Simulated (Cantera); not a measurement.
Input (Python, Cantera) and output of one run.

```python
import numpy as np
import cantera as ct

gas_names = """
    O2 Br2
""".split()
cond_names = """
    Ca(L) CaBr2(L) CaO(s)
""".split()


# ... load() reads the species with a 1 bar reference pressure and builds the phases ...
species = {s.name: s for s in load("nasa_gas.yaml", gas_names) + load("nasa_condensed.yaml", cond_names)}
T = 1400
g = {n: (s.thermo.h(T) - T * s.thermo.s(T)) / (ct.gas_constant * T * np.log(10)) for n, s in species.items()}
valid = cond_names  # the entries whose range holds T


def stable(la, lb):
    # potentials (over RT ln 10) of the two non-metals from log10 p(O2) and log10 p(Br2) in bar
    mu = {}
    mu["O"] = (g["O2"] + la) / 2
    mu["Br"] = (g["Br2"] + lb) / 2
    cost = {}
    for n in valid:
        c = species[n].composition
        cost[n] = (g[n] - sum(c.get(e, 0) * m for e, m in mu.items())) / c["Ca"]
    return min(cost, key=cost.get)


results = []
for lb in [0, -1.4, -2.9, -4.3, -5.8, -7.2, -8.7, -10.1, -11.6, -13]:
    row = [stable(la, lb) for la in [-28, -26.7, -25.3, -24, -22.7, -21.3, -20, -18.7, -17.3, -16, -14.7, -13.3, -12, -10.7, -9.3, -8, -6.7, -5.3, -4, -2.7, -1.3, 0]]
    results.append(row)
    print(f"{lb:6.1f}  " + " ".join(f"{valid.index(n):x}" for n in row))
print("key: " + ", ".join(f"{i:x} {n}" for i, n in enumerate(valid)))
```

It prints:

```
   0.0  1 1 1 1 1 1 1 1 1 1 1 1 1 1 1 1 1 1 1 1 1 1
  -1.4  1 1 1 1 1 1 1 1 1 1 1 1 1 1 1 1 1 1 1 1 1 2
  -2.9  1 1 1 1 1 1 1 1 1 1 1 1 1 1 1 1 1 1 1 2 2 2
  -4.3  1 1 1 1 1 1 1 1 1 1 1 1 1 1 1 1 1 2 2 2 2 2
  -5.8  1 1 1 1 1 1 1 1 1 1 1 1 1 1 2 2 2 2 2 2 2 2
  -7.2  1 1 1 1 1 1 1 1 1 1 1 1 2 2 2 2 2 2 2 2 2 2
  -8.7  1 1 1 1 1 1 1 1 1 1 2 2 2 2 2 2 2 2 2 2 2 2
 -10.1  1 1 1 1 1 1 1 1 2 2 2 2 2 2 2 2 2 2 2 2 2 2
 -11.6  1 1 1 1 1 1 2 2 2 2 2 2 2 2 2 2 2 2 2 2 2 2
 -13.0  1 1 1 1 2 2 2 2 2 2 2 2 2 2 2 2 2 2 2 2 2 2
key: 0 Ca(L), 1 CaBr2(L), 2 CaO(s)
```

Standard-state values (1 bar) from the NASA 1993 polynomials, evaluated with Cantera. Not in the tables: oxide halides.
